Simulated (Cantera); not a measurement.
Feed: 1 mol H2O, 4.2 mol H2, 46 mol N2, at 2148.15 K and 0.105 Torr.

Cantera equilibrium calculation (NASA polynomials, part measured and part estimated; ideal gas, pure solids and liquids). Candidate condensed phases: H2O; 24 gas species. Equilibrium is a limit: real reactors are often held back by kinetics, nucleation or transport.

Problem. What is the equilibrium state?

Solution. 
| Property | Result |
|---|---|
| x(N2) | 0.860 |
| x(H) | 0.0757 |
| x(H2) | 0.0461 |
| x(H2O) | 0.0121 |
| x(O) | 0.00296 |
| x(OH) | 0.00255 |
| x(NO) | 0.000462 |
| x(O2) | 0.000329 |
| gas amount | 53.48 mol |
